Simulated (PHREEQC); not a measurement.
Dissolve 0.035 mol HF, 0.003 mol NaOH and 0.014 mol NaCl per kg of water at 25 °C. Closed to the air; pH follows from the charge balance.

Model: ion-association model, phreeqc.dat, run in PHREEQC.

No solid was allowed to form.

**Question.** Order these F species by the share of F that they hold, largest first: HF2-, F-, HF, NaF.

**Answer.** HF (78 %), F- (18 %), HF2- (3.7 %), NaF (0.13 %)

The pH is 2.46 and the ionic strength 0.0208 mol/kgw. Complexes and solids missing from the database can't appear.
